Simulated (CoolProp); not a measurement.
Properties of nitrogen along the isotherm 138.1 K.

Model: reference Helmholtz-energy equation of state, Span 2000, in CoolProp.

```
p (bar)          phase  cv (kJ/(kg K))  speed of sound (m/s)  isothermal compressibility (1/MPa)  expansivity (1/kK)  conductivity (mW/(m K))  fugacity coefficient
-------  -------------  --------------  --------------------  ----------------------------------  ------------------  -----------------------  --------------------
18.9               gas          0.8049                 222.6                              0.6378               12.13                     15.3                0.8630
37.7     supercritical          0.9130                 205.8                              0.4677               28.56                     22.0                0.7315
56.6     supercritical           1.005                 231.8                              0.3062               59.68                     42.1                0.6017
75.5     supercritical          0.9363                 325.5                             0.07492               24.62                     51.7                0.5051
94.3     supercritical          0.9169                 390.1                             0.03888               16.05                     58.1                0.4448
113      supercritical          0.9107                 438.8                             0.02603               12.41                     63.2                0.4052
132      supercritical          0.9091                 479.4                             0.01945               10.33                     67.6                0.3776
151      supercritical          0.9096                 514.2                             0.01552               8.970                     71.6                0.3582
170      supercritical          0.9113                 544.8                             0.01292               8.007                     75.1                0.3444
```

Thermal conductivity comes from a separate model (Lemmon 2004).
